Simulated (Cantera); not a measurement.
A perfectly stirred reactor is fed with 7.05 % C3H8, 19.6 % O2, 73.3 % N2, equivalence ratio 1.8, at 500000 Pa; it is adiabatic with a 500 K inlet, and is followed from long to short residence time, starting on the burning branch (τ in s: 0.3, 0.09, 0.027, 0.0079, 0.0024, 0.0007, 0.00021, 6.2e-05, 1.8e-05).

Detailed kinetics in Cantera: GRI-Mech 3.0 (53 species, 325 reactions). GRI-Mech 3.0 was tuned for natural gas; its chemistry of propane as a main component is partial and can be far from experiment.

### Question
Predict: blow-out, bracketed by the residence times tried; x(C3H8) at τ = 0.300 s; x(O2) at τ = 0.300 s; x(O) at τ = 0.300 s; x(HO2) at τ = 0.300 s; x(C3H8) at τ = 2.40 ms; x(O2) at τ = 2.40 ms; x(O) at τ = 2.40 ms; x(HO2) at τ = 2.40 ms.

### Answer
```json
{
 "blow_out_bracketed_by_the_residence_times_tried": "burning at 0.210 ms, out at 62.0 µs",
 "x(C3H8) at τ = 0.300 s": "2.37e-7",
 "x(O2) at τ = 0.300 s": "5.01e-5",
 "x(O) at τ = 0.300 s": "3.52e-8",
 "x(HO2) at τ = 0.300 s": "1.53e-8",
 "x(C3H8) at τ = 2.40 ms": "2.12e-5",
 "x(O2) at τ = 2.40 ms": "0.00263",
 "x(O) at τ = 2.40 ms": "1.61e-6",
 "x(HO2) at τ = 2.40 ms": "1.31e-6"
}
```
